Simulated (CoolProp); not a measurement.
Vapour-liquid equilibrium of C2F6 (R116) (1) + R22 (2) at -21.75 °C; x and y are mole fractions of (1).

Computed with CoolProp (multi-fluid Helmholtz-energy mixture model, Lemmon 2006 and Kamei 1995; pair parameters Bell 2016).

Problem. Give the bubble pressure and the first vapour's composition at x = 0.275, 0.65, 0.8. Is there an azeotrope?

Solution. x = 0.275: 723.7 kPa, y = 0.707; x = 0.65: 888.5 kPa, y = 0.809; x = 0.8: 941.7 kPa, y = 0.866. No azeotrope shows between x = 0.05 and 0.95.

Pair parameters are fitted to limited data, so mixtures are less certain than the pure fluids. With so large a gap from Raoult's law the liquid may split in two, which this calculation doesn't test in full.
